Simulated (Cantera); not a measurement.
A perfectly stirred reactor is fed with 0.195 % CO, 6.96 % O₂, 0.0186 % H₂O, 92.8 % N₂, equivalence ratio 0.014, at 5.00 bar; it is held at 1248 K, and followed from long to short residence time.

Model: GRI-Mech 3.0 (53 species, 325 reactions), integrated in Cantera.

### Question
Predict: x(CO) at τ = 1.30 s; x(O₂) at τ = 1.30 s; x(H₂O) at τ = 1.30 s; x(NO) at τ = 1.30 s; x(CO₂) at τ = 1.30 s; x(CO) at τ = 15.0 ms; x(O₂) at τ = 15.0 ms; x(H₂O) at τ = 15.0 ms; x(NO) at τ = 15.0 ms; x(CO₂) at τ = 15.0 ms.

### Answer
```json
{
  "x(CO) at τ = 1.30 s": "0.000145",
  "x(O₂) at τ = 1.30 s": "0.0688",
  "x(H₂O) at τ = 1.30 s": "0.000185",
  "x(NO) at τ = 1.30 s": "8.98e-7",
  "x(CO₂) at τ = 1.30 s": "0.00181",
  "x(CO) at τ = 15.0 ms": "0.00162",
  "x(O₂) at τ = 15.0 ms": "0.0695",
  "x(H₂O) at τ = 15.0 ms": "0.000185",
  "x(NO) at τ = 15.0 ms": "1.55e-8",
  "x(CO₂) at τ = 15.0 ms": "0.000334"
}
```
